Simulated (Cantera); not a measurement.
Equilibrium for carbothermic reduction: TiO2 + C + H2

A closed system holds: 1 mol TiO2, 4.3 mol C, 0.19 mol H2, held at 53000 Pa.

These are equilibrium values from Cantera (NASA tables, ideal gas, pure condensed phases), not measurements of a reactor. Candidate condensed phases: C, C6H6, C7H8, C8H18, H2O, Ti, TiC, TiO, TiO2, Ti2O3, Ti3O5, Ti4O7; 113 gas species. Mutual solubility and eutectic melting of coexisting phases are not modelled. TiC: taken at fixed stoichiometry. Condensed phases not in the tables: Magnéli phases beyond Ti4O7. Rates play no part.

From 927 °C to 977 °C the condensed part is C(graphite) + TiO2(rutile) + Ti4O7(s). From 1027 °C to 1077 °C the condensed part is C(graphite) + Ti4O7(s). From 1127 °C to 1227 °C the condensed part is C(graphite) + Ti3O5(s). From 1277 °C to 1477 °C the condensed part is C(graphite) + TiC(s).

```tsv
T (°C)	x H2	x CO	x CH4	x H2O	x CO2	x H	n C(graphite)	n TiO2(rutile)	n Ti4O7(s)	n Ti3O5(s)	n TiC(s)
927	0.915	0.0773	0.00700	0.000972	5.98e-5	2.59e-7	4.28	0.936	0.0160	0	0
977	0.767	0.228	0.00343	0.00140	0.000265	5.82e-7	4.24	0.775	0.0563	0	0
1027	0.430	0.567	0.000772	0.00118	0.000881	9.97e-7	4.05	0	0.250	0	0
1077	0.431	0.567	0.000567	0.000742	0.000498	2.15e-6	4.05	0	0.250	0	0
1127	0.362	0.636	0.000301	0.000455	0.000368	4.02e-6	3.97	0	0	0.333	0
1177	0.363	0.637	0.000230	0.000305	0.000225	7.82e-6	3.97	0	0	0.333	0
1227	0.363	0.637	0.000179	0.000210	0.000143	1.46e-5	3.97	0	0	0.333	0
1277	0.0867	0.913	8.10e-6	5.08e-5	0.000191	1.27e-5	1.30	0	0	0	1.00
1327	0.0867	0.913	6.51e-6	3.67e-5	0.000129	2.20e-5	1.30	0	0	0	1.00
1377	0.0867	0.913	5.30e-6	2.70e-5	8.85e-5	3.67e-5	1.30	0	0	0	1.00
1427	0.0867	0.913	4.36e-6	2.02e-5	6.24e-5	5.96e-5	1.30	0	0	0	1.00
1477	0.0867	0.913	3.64e-6	1.54e-5	4.49e-5	9.41e-5	1.30	0	0	0	1.00
```
x: gas mole fraction; n: condensed amount in mol.
